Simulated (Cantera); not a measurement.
What does this Cantera script print?

```python
import numpy as np
import cantera as ct

gas_names = """
    H HO2 H2 H2O H2O2 O OH O2 O3 Si SiH SiH2 SiH3 SiH4 SiO SiO2 Si2 Si3
""".split()
cond_names = """
    H2O(s) H2O(L) Si(cr) Si(L) SiO2(Lqz) SiO2(hqz) SiO2(L)
""".split()


# ... load() reads the species with a 1 bar reference pressure and builds the phases ...
atoms = {
    'Si': {'Si': 1},
    'H2O': {'H': 2, 'O': 1},
    'H2': {'H': 2},
}
top_T = {}  # K; cautious upper limits of use, not melting points


# ... equilibrate(T, P, feed) seeds the gas with the atoms and calls Mixture.equilibrate('TP', solver="vcs", rtol=1e-11, max_steps=5000) ...
results = []
feed = {'Si': 1, 'H2O': 0.19, 'H2': 120}  # mol
T = 2073  # K
P = 1333.22  # Pa
mix = equilibrate(T, P, feed)
results.append((T, P, feed, dict(zip(mix.species_names, mix.species_moles))))
print(gas.report(threshold=0.0001))
for i in range(1, mix.n_phases):
    print(f"{mix.phase(i).name:16s} {mix.phase_moles(i):12.5e} mol")
```

Result:

```
       temperature   2073 K
          pressure   1333.2 Pa
           density   0.00017263 kg/m^3
  mean mol. weight   2.2318 kg/kmol
   phase of matter   gas

                          1 kg             1 kmol
                     ---------------   ---------------
          enthalpy        2.8058e+07        6.2619e+07  J
   internal energy        2.0335e+07        4.5383e+07  J
           entropy        1.0147e+05        2.2645e+05  J/K
    Gibbs function       -1.8229e+08       -4.0682e+08  J
 heat capacity c_p             15264             34066  J/K
 heat capacity c_v             11539             25752  J/K

                      mass frac. Y      mole frac. X     chem. pot. / RT
                     ---------------   ---------------   ---------------
                 H          0.010129          0.022427           -11.972
                H2           0.87575           0.96949           -23.944
                Si          0.074932         0.0059545            -6.317
               SiH         0.0050748         0.0003893           -18.289
              SiH2         0.0016502        0.00012235           -30.261
               SiO          0.030633         0.0015508           -46.402
     [  +12 minor]         0.0018288        6.7901e-05

Si(L)             0.00000e+00 mol
SiO2(L)           0.00000e+00 mol
```

These are equilibrium values from Cantera (NASA tables, ideal gas, pure condensed phases), not measurements of a reactor. Gases not in the tables: Si2H6 and higher silanes.
